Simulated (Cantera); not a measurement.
Thermodynamics of abatement and gas-phase synthesis, feed CS2 + O2

A closed system holds: 1 mol CS2, a varied amount of O2, equilibrated at 627 °C and 1.33 mbar.

Method: chemical equilibrium by Gibbs-energy minimisation in Cantera with the NASA 1993 tables (ideal gas, pure condensed phases). Candidate condensed phases: C, S; 22 gas species. Gases not in the tables: S3 to S7. Equilibrium is a limit: real reactors are often held back by kinetics, nucleation or transport.

| n(O2) (mol) | log p SO2 | log p S2 | log p CO2 | log p CS2 | log p CO | log p O2 | log p COS | log p SO3 |
|---|---|---|---|---|---|---|---|---|
| 0.27 | -11.70 | -3.37 | -5.17 | -3.37 | -3.44 | <-14 | -3.96 | <-14 |
| 0.8 | -7.49 | -3.19 | -3.38 | -5.53 | -3.71 | <-14 | -4.14 | <-14 |
| 1.3 | -3.73 | -3.28 | -3.21 | -9.25 | -5.44 | <-14 | -5.92 | -12.53 |
| 1.9 | -3.31 | -3.53 | -3.27 | -10.09 | -5.76 | <-14 | -6.37 | -11.84 |
| 2.4 | -3.16 | -3.84 | -3.31 | -10.75 | -5.96 | <-14 | -6.72 | -11.54 |
| 2.9 | -3.07 | -4.66 | -3.35 | -12.11 | -6.25 | <-14 | -7.42 | -11.20 |
| 3.4 | -3.13 | <-14 | -3.40 | <-14 | -13.31 | -3.88 | <-14 | -4.24 |
log p: log10 of the partial pressure in bar; nothing condenses.

From 0.27 mol O2 to 3.4 mol O2 nothing is condensed. The main C-bearing gas is CS2 at 0.27 mol O2 and CO2 at 3.4 mol O2.
